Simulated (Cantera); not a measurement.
A closed system holds: 1 mol Si2Cl6, 0.02 mol Cl2, 57 mol H2, equilibrated at 900 °C and 10000 Pa.

Equilibrium computed with Cantera from the NASA thermochemical tables; the gas is ideal and each condensed phase is pure. Candidate condensed phases: Si; 19 gas species. The feed counts by its element totals alone. The tables' values for SiCl3 are old estimates; treat these amounts as uncertain. Kinetics and transport are ignored.

Base state: H2 0.941, HCl 0.0394, SiCl4 0.00866, SiHCl3 0.00483, SiCl2 0.00374, SiCl3 0.00181, SiH2Cl2 0.000344 (mole fractions); condensed: Si(s).

**Question.** What changes in the equilibrium state with this change: temperature from 900 °C to 1475 °C?

**Answer.** 
| species | before | after |
|---|---|---|
| H2 | 0.941 | 0.916 |
| HCl | 0.0394 | 0.0670 |
| SiCl2 | 0.00374 | 0.0164 |
| SiCl | 1.62e-9 | 3.83e-5 |
| Si | <1e-9 | 1.46e-5 |
| Cl | 1.32e-8 | 3.91e-5 |
| SiH2 | 6.41e-9 | 1.88e-5 |
| Si(s), mol | 0.853 | 0 |
| Si(l), mol | 0 | 0.998 |
The tables' values for SiCl3, SiCl are old estimates; treat these amounts as uncertain. Gases not in the tables: Si2H6 and higher silanes.
